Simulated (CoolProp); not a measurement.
The fluid at 404.46 K and 0.195 MPa flows at 8.2 m/s in a round tube of 12.7 mm bore and 15 µm roughness, fully developed (64/Re and Nu = 3.66 if laminar; Colebrook and Gnielinski if turbulent). The same conditions are run with several fluids, on thermodynamics alone (safety and materials aside).

The numbers come from the reference Helmholtz-energy equation of state of each fluid (n-pentane: Thol 2019; CH2F2 (R32): Tillner-Roth 1997; R13: Platzer 1990; nitrogen: Span 2000; R141b: Lemmon 2006) in CoolProp. The equations of Platzer and Polt are older, rougher fits.

### Question
Rank n-pentane, CH2F2 (R32), R13, nitrogen, R141b by Reynolds number, highest first.

### Answer
R141b (57800), n-pentane (49700), R13 (33600), CH2F2 (R32) (17600), nitrogen (7550)

```csv
fluid,Darcy friction factor,pressure drop (Pa/m),heat-transfer coefficient (W/(m² K)),mass flow (kg/h)
n-pentane,0.0245,281,265,16.2
CH2F2 (R32),0.0290,233,97.5,11.4
R13,0.0259,418,137,22.8
nitrogen,0.0349,150,63.6,6.07
R141b,0.0241,444,192,26.1
```

Transport values come from each fluid's own correlations; those of n-pentane, CH2F2 (R32), R13, R141b are estimates that may be off by 10 % or more.
